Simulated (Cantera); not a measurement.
A closed system holds: 1 mol BCl3, 0.17 mol H2O, 160 mol H2, 25 mol N2, at 0.670 bar.

Method: chemical equilibrium by Gibbs-energy minimisation in Cantera with the NASA 1993 tables (ideal gas, pure condensed phases). Candidate condensed phases: B, BN, B2O3, B3O3H3, H2O, NH4Cl; 49 gas species. N2 is the only nitrogen source here; it is nearly inert below about 1500 K, so the nitride shown seldom forms there in practice. Gases not in the tables: H3BO3. The numbers say what is thermodynamically allowed, not how fast it happens. All values below are at 1275 K.

Base state: H2 0.851, N2 0.132, HCl 0.0161, H2O 0.000888, NH3 2.62e-5, HBO2 1.17e-5 (mole fractions); condensed: BN(s).

What changes in the equilibrium state with this change: BCl3 replaced by B?


```json
[
 {"species": "H2", "before": "0.851", "after": "0.866"},
 {"species": "N2", "before": "0.132", "after": "0.133"},
 {"species": "H2O", "before": "0.000888", "after": "0.000896"},
 {"species": "HCl", "before": "0.0161", "after": "0"},
 {"species": "HBO2", "before": "1.17e-5", "after": "1.16e-5"},
 {"species": "NH3", "before": "2.62e-5", "after": "2.70e-5"},
 {"species": "BN(s), mol", "before": "0.998", "after": "0.998"}
]
```
